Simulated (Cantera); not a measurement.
What does this Cantera script print?

```python
import numpy as np
import cantera as ct

gas_names = """
    S2 F2
""".split()
cond_names = """
    Pb(L) PbF2(L) PbS(L)
""".split()


# ... load() reads the species with a 1 bar reference pressure and builds the phases ...
species = {s.name: s for s in load("nasa_gas.yaml", gas_names) + load("nasa_condensed.yaml", cond_names)}
T = 1500
g = {n: (s.thermo.h(T) - T * s.thermo.s(T)) / (ct.gas_constant * T * np.log(10)) for n, s in species.items()}
valid = cond_names  # the entries whose range holds T


def stable(la, lb):
    # potentials (over RT ln 10) of the two non-metals from log10 p(S2) and log10 p(F2) in bar
    mu = {}
    mu["S"] = (g["S2"] + la) / 2
    mu["F"] = (g["F2"] + lb) / 2
    cost = {}
    for n in valid:
        c = species[n].composition
        cost[n] = (g[n] - sum(c.get(e, 0) * m for e, m in mu.items())) / c["Pb"]
    return min(cost, key=cost.get)


results = []
for lb in [0, -1.8, -3.5, -5.2, -7, -8.8, -10.5, -12.2, -14, -15.8, -17.5, -19.2, -21]:
    row = [stable(la, lb) for la in [-11, -10.5, -9.9, -9.4, -8.8, -8.3, -7.7, -7.2, -6.6, -6.1, -5.5, -5, -4.5, -3.9, -3.4, -2.8, -2.3, -1.7, -1.2, -0.6, -0.1, 0.5, 1]]
    results.append(row)
    print(f"{lb:6.1f}  " + " ".join(f"{valid.index(n):x}" for n in row))
print("key: " + ", ".join(f"{i:x} {n}" for i, n in enumerate(valid)))
```

Result:

```
   0.0  1 1 1 1 1 1 1 1 1 1 1 1 1 1 1 1 1 1 1 1 1 1 1
  -1.8  1 1 1 1 1 1 1 1 1 1 1 1 1 1 1 1 1 1 1 1 1 1 1
  -3.5  1 1 1 1 1 1 1 1 1 1 1 1 1 1 1 1 1 1 1 1 1 1 1
  -5.2  1 1 1 1 1 1 1 1 1 1 1 1 1 1 1 1 1 1 1 1 1 1 1
  -7.0  1 1 1 1 1 1 1 1 1 1 1 1 1 1 1 1 1 1 1 1 1 1 1
  -8.8  1 1 1 1 1 1 1 1 1 1 1 1 1 1 1 1 1 1 1 1 1 1 1
 -10.5  1 1 1 1 1 1 1 1 1 1 1 1 1 1 1 1 1 1 1 1 1 1 1
 -12.2  1 1 1 1 1 1 1 1 1 1 1 1 1 1 1 1 1 1 1 1 1 1 1
 -14.0  1 1 1 1 1 1 1 1 1 1 1 1 1 1 1 1 1 1 1 1 1 1 1
 -15.8  1 1 1 1 1 1 1 1 1 1 1 1 1 1 1 1 1 1 1 1 2 2 2
 -17.5  0 0 0 0 0 0 0 0 0 0 0 0 0 0 0 0 0 2 2 2 2 2 2
 -19.2  0 0 0 0 0 0 0 0 0 0 0 0 0 0 0 0 0 2 2 2 2 2 2
 -21.0  0 0 0 0 0 0 0 0 0 0 0 0 0 0 0 0 0 2 2 2 2 2 2
key: 0 Pb(L), 1 PbF2(L), 2 PbS(L)
```

Source: NASA polynomial tables (part measured, part estimated), evaluated in Cantera. Part of the grid cannot be reached: there another gas would pass 10 bar, or a non-metal would condense.
